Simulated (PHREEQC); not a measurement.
## Buffer

Dissolve 0.0036 mol/kgw NH4Cl and 0.0051 mol/kgw NaF at 25 °C. It is in equilibrium with CO2 at log p = -2 (atm). Otherwise closed; pH follows from the charge balance.

All values are PHREEQC results (ion-association model, phreeqc.dat), not measurements.

```yaml
pH: 5.34
ionic_strength: 0.00869 mol/kgw
specific_conductance: 1010 µS/cm
```

```csv
species,molality,activity,log γ
Na+,0.00509,0.00462,-0.042
F-,0.00505,0.00458,-0.043
Cl-,0.00360,0.00326,-0.043
NH4+,0.00360,0.00325,-0.044
CO2,0.000340,0.000340,0.001
HCO3-,3.64e-5,3.31e-5,-0.041
HF,3.13e-5,3.14e-5,0.001
NaF,1.22e-5,1.22e-5,0.001
H+,4.98e-6,4.57e-6,-0.037
```

No solid was allowed to form.
